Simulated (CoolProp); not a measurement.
The numbers come from the reference Helmholtz-energy equation of state, Lemmon 2006 in CoolProp. It is a short technical equation, of lower accuracy than the large ones.

Question: Give the vapour pressure (MPa), vapour density (kg/m³), enthalpy of vaporisation (kJ/kg), liquid cp (kJ/(kg K)) of saturated isohexane at 71.55 °C.

Answer: 
```tsv
T (°C)	p (MPa)	vapour density (kg/m³)	enthalpy of vaporisation (kJ/kg)	liquid cp (kJ/(kg K))
71.55	0.143	4.60	315	2.47
```
